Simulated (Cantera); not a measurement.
## Tantalum, niobium, vanadium and zirconium in process gases: Ta + O2 + N2

A closed system holds: 1 mol Ta, 2.2 mol O2, 1.2 mol N2, at 1725 °C and 0.200 Pa.

Method: chemical equilibrium by Gibbs-energy minimisation in Cantera with the NASA 1993 tables (ideal gas, pure condensed phases). Candidate condensed phases: Ta, Ta2O5; 12 gas species. Kinetics and transport are ignored.

| Item | Value |
|---|---|
| x(N2) | 0.479 |
| x(O2) | 0.262 |
| x(O) | 0.239 |
| x(TaO2) | 0.0136 |
| x(NO) | 0.00664 |
| x(TaO) | 1.86e-6 |
| n(Ta2O5(s)) | 0.483 mol |
| gas amount | 2.490 mol |
| log10 activity of Ta(s) (absent) | -7.87 |
